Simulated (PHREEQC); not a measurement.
Make-up at 25 °C: 0.098 mol Cu(BF4)2, 0.0029 mol HBF4 and 7.9e-05 mol H3BO3 per kg of water. Closed to the air; pH follows from the charge balance.

Model: ion-association model, wateq4f.dat, run in PHREEQC.

Precipitation was switched off in this run.

Question: Estimate the pH.

Answer: pH 2.38.

Question: In which forms is Cu present?

Answer: Cu+2 99 %, CuF+ 1.1 % of the Cu.

Real BF4- forms and hydrolyses slowly; the run takes it at equilibrium.
